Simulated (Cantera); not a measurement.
Feed: 1 mol Si₃N₄, 30 mol H₂, held at 1700 Pa.

Method: chemical equilibrium by Gibbs-energy minimisation in Cantera with the NASA 1993 tables (ideal gas, pure condensed phases). Candidate condensed phases: Si, Si₃N₄; 18 gas species. Mutual solubility and eutectic melting of coexisting phases are not modelled. Gases not in the tables: Si₂H₆ and higher silanes. Rates play no part.

Q: Which condensed phases are stable at each of these points (T (°C)): 1002, 1052, 1102, 1152, 1202, 1252, 1302, 1352, 1402, 1452, 1502?

A: 
| T (°C) | condensed phases | Si condensed (%) |
|---|---|---|
| 1002 | Si(s) + Si₃N₄(s) | 100.0 |
| 1052 | Si(s) + Si₃N₄(s) | 100.0 |
| 1102 | Si(s) + Si₃N₄(s) | 100.0 |
| 1152 | Si(s) + Si₃N₄(s) | 100.0 |
| 1202 | Si(s) + Si₃N₄(s) | 100.0 |
| 1252 | Si(s) + Si₃N₄(s) | 100.0 |
| 1302 | Si(s) + Si₃N₄(s) | 100.0 |
| 1352 | Si(s) + Si₃N₄(s) | 100.0 |
| 1402 | Si(s) + Si₃N₄(s) | 100.0 |
| 1452 | Si(l) | 99.9 |
| 1502 | Si(l) | 99.8 |

From 1002 °C to 1402 °C the condensed part is Si(s) + Si₃N₄(s). From 1452 °C to 1502 °C the condensed part is Si(l).
